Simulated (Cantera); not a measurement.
Cantera run:

```python
import numpy as np
import cantera as ct

gas_names = """
    Cr CrN CrO CrO2 CrO3 H HNO HNO2 HNO3 HO2 H2 H2O H2O2 N NH NH2 NH3 NH2OH NO NO2 NO3 N2 N2H2 N2H4 N2O
    O OH O2 O3
""".split()
cond_names = """
    Cr(cr) Cr(L) CrN(s) Cr2N(s) Cr2O3(s) Cr2O3(L) H2O(s) H2O(L)
""".split()


# ... load() reads the species with a 1 bar reference pressure and builds the phases ...
atoms = {
    'Cr': {'Cr': 1},
    'NH3': {'N': 1, 'H': 3},
    'H2': {'H': 2},
    'N2O': {'N': 2, 'O': 1},
}
top_T = {'CrN(s)': 1900, 'Cr2N(s)': 1900}  # K; cautious upper limits of use, not melting points


# ... equilibrate(T, P, feed) seeds the gas with the atoms and calls Mixture.equilibrate('TP', solver="vcs", rtol=1e-11, max_steps=5000) ...
results = []
feed = {'Cr': 1, 'NH3': 0.17, 'H2': 23, 'N2O': 0.77}  # mol
T = 1748.15  # K
P = 41000  # Pa
mix = equilibrate(T, P, feed)
results.append((T, P, feed, dict(zip(mix.species_names, mix.species_moles))))
x = sorted(zip(gas.X, gas.species_names), reverse=True)
print(f"T = {T:g} K  P = {P:g} Pa  gas = {mix.phase_moles(0):.4g} mol")
print("   x: " + "  ".join(f"{s} {v:.3e}" for v, s in x if v > 1e-05))
print("   condensed (mol): " + ("  ".join(f"{mix.phase(i).name} {mix.phase_moles(i):.4g}"
      for i in range(1, mix.n_phases) if mix.phase_moles(i) > 1e-12) or "none"))
```

Result:

```
T = 1748.15 K  P = 41000 Pa  gas = 24.12 mol
   x: H2 9.592e-01  N2 3.545e-02  H2O 4.862e-03  H 3.499e-04  Cr 1.067e-04
   condensed (mol): Cr(cr) 0.5623  Cr2O3(s) 0.2176
```

Equilibrium computed with Cantera from the NASA thermochemical tables; the gas is ideal and each condensed phase is pure. Mutual solubility and eutectic melting of coexisting phases are not modelled.
